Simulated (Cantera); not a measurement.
Hydrocarbon pyrolysis for carbon deposition

A perfectly stirred reactor is fed with 8.33 % C2H6, 91.7 % N2, at 653 Torr; it is held at 1725 K, and followed from long to short residence time.

Detailed kinetics in Cantera: GRI-Mech 3.0 (53 species, 325 reactions). GRI-Mech 3.0 stops at C3 and has no aromatics, soot or wall deposition, so with more carbon than oxygen in the feed, carbon stays in small species such as C2H2 where larger ones or solid carbon would form.

```
τ (s)      x C2H6    x HCN    x C2H    x CH4       x H    x CH2    x C2H4
-------  --------  -------  -------  -------  --------  -------  --------
0.93      5.78e-6  5.34e-6  2.64e-7  0.00714   8.22e-5  5.71e-8  0.000348
0.33      1.52e-5  3.78e-6  2.89e-7   0.0103   8.87e-5  1.01e-7  0.000385
0.12      3.80e-5  2.99e-6  3.31e-7   0.0136  0.000100  1.81e-7  0.000487
0.042     9.45e-5  2.56e-6  4.04e-7   0.0170  0.000121  3.45e-7  0.000742
0.015    0.000224  2.32e-6  5.11e-7   0.0199  0.000151  6.59e-7   0.00129
0.0053   0.000526  2.10e-6  6.50e-7   0.0228  0.000191  1.26e-6   0.00245
0.0019    0.00123  1.83e-6  8.02e-7   0.0257  0.000236  2.35e-6   0.00477
0.00068   0.00289  1.51e-6  9.29e-7   0.0280  0.000281  4.21e-6   0.00922
0.00024   0.00698  1.18e-6  9.53e-7   0.0281  0.000315  7.25e-6    0.0166
```
x: mole fraction; the columns are a selection and need not sum to one.
